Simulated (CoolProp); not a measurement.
Vapour-liquid equilibrium of R134a (1) + R124 (2) at -37.85 °C; x and y are mole fractions of (1).

Computed with CoolProp (multi-fluid Helmholtz-energy mixture model, Tillner-Roth 1994 and de Vries 1995; pair parameters Bell 2016).

| x | bubble pressure, mixture model (MPa) | bubble pressure, Raoult's law (MPa) | y, mixture model | y, Raoult's law |
|---|---|---|---|---|
| 0.05 | 0.03166 | 0.03107 | 0.107 | 0.092 |
| 0.125 | 0.03446 | 0.03314 | 0.242 | 0.216 |
| 0.2 | 0.03708 | 0.03521 | 0.352 | 0.325 |
| 0.275 | 0.03955 | 0.03727 | 0.445 | 0.422 |
| 0.35 | 0.04187 | 0.03934 | 0.525 | 0.509 |
| 0.425 | 0.04404 | 0.04141 | 0.595 | 0.588 |
| 0.5 | 0.04609 | 0.04347 | 0.658 | 0.659 |
| 0.575 | 0.04802 | 0.04554 | 0.715 | 0.723 |
| 0.65 | 0.04984 | 0.04761 | 0.769 | 0.782 |
| 0.725 | 0.05157 | 0.04968 | 0.819 | 0.836 |
| 0.8 | 0.05322 | 0.05174 | 0.869 | 0.885 |
| 0.875 | 0.05479 | 0.05381 | 0.917 | 0.931 |
| 0.95 | 0.05629 | 0.05588 | 0.966 | 0.973 |

The largest gap from Raoult's law is +6.4 % in bubble pressure, at x = 0.35. No azeotrope shows between x = 0.05 and 0.95.

The pair parameters rest on a limited set of measurements; away from them the model extrapolates.
